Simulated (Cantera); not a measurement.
## Reactions in the system C-Fe-O

Standard-state values (1 bar) from the NASA 1993 polynomials, evaluated with Cantera. Values are per mole of reaction as written; species without (g) are pure solids or liquids, kept so even where they would boil at 1 bar. FeO: taken at fixed stoichiometry.

4 Fe2O3 + 5 C ⇌ 7 FeO + Fe(CO)5(g)

```
T (K)  ΔH° (kJ)  ΔS° (J/K)  ΔG° (kJ)  log10 K
-----  --------  ---------  --------  -------
1148      620.8      431.4     125.5    -5.71
1173      620.0      430.8     114.7    -5.11
1198      619.4      430.2     104.0    -4.53
1223      618.9      429.8      93.2    -3.98
1248      618.4      429.4      82.5    -3.45
1273      618.0      429.1      71.8    -2.94
1298      617.7      428.9      61.0    -2.46
1323      617.5      428.7      50.3    -1.99
1348      617.3      428.5      39.6    -1.53
1373      617.1      428.4      28.9    -1.10
```
